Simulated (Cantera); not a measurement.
Charge: 1 mol NiS, 72 mol H2, 3.7 mol N2, equilibrated at 1677 °C and 0.133 bar.

Method: chemical equilibrium by Gibbs-energy minimisation in Cantera with the NASA 1993 tables (ideal gas, pure condensed phases). Candidate condensed phases: Ni, NiS, NiS2, Ni3S2, Ni3S4, S; 17 gas species. Rates play no part.

Base state: H2 0.936, N2 0.0486, H2S 0.00814, H 0.00304, SH 0.00217, S2 0.00123, Ni 0.000768, S 0.000219 (mole fractions); condensed: Ni(l).

### Question
What changes in the equilibrium state with this change: NiS replaced by Fe2O3?

### Answer
```json
[
 {"species": "H2", "before": "0.936", "after": "0.907"},
 {"species": "N2", "before": "0.0486", "after": "0.0487"},
 {"species": "H2O", "before": "0", "after": "0.0395"},
 {"species": "H2S", "before": "0.00814", "after": "0"},
 {"species": "Fe", "before": "0", "after": "0.00154"},
 {"species": "Ni", "before": "0.000768", "after": "0"},
 {"species": "SH", "before": "0.00217", "after": "0"},
 {"species": "S2", "before": "0.00123", "after": "0"},
 {"species": "Ni(l), mol", "before": "0.930", "after": "0"},
 {"species": "Fe(l), mol", "before": "0", "after": "1.88"}
]
```
Further candidate phases: Fe, FeO, Fe(OH)2, Fe(OH)3, Fe2O3, Fe3O4, H2O.
